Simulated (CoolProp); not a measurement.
Vapour-liquid equilibrium of propane (1) + neopentane (2) at 6.42 bar; x and y are mole fractions of (1).

Values from CoolProp's multi-fluid Helmholtz-energy mixture model, Lemmon 2009 and Lemmon 2006; pair parameters Bell 2016.

**Question.** Give the bubble temperature and the first vapour's composition at x = 0.2, 0.65, 0.95. Is there an azeotrope?

**Answer.** x = 0.2: 334.2 K, y = 0.380; x = 0.65: 303.7 K, y = 0.895; x = 0.95: 285.5 K, y = 0.995. No azeotrope shows between x = 0.05 and 0.95.

The pair parameters rest on a limited set of measurements; away from them the model extrapolates.
